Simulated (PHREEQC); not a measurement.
Consider water at 25 °C with 0.27 mol NiSO4, 0.082 mol Na2SO4 and 0.0046 mol HCl per kg of water. Closed to the air; pH follows from the charge balance.

The numbers come from PHREEQC with the ion-association model, wateq4f.dat.

No solid was allowed to form.

Q: Predict the pH, activity of water, ionic strength.

A: pH 3.10; activity of water 0.990; ionic strength 0.621 mol/kgw.

Q: In which forms is Cl present?

A: Cl- 94 %, NiCl+ 6.4 % of the Cl.
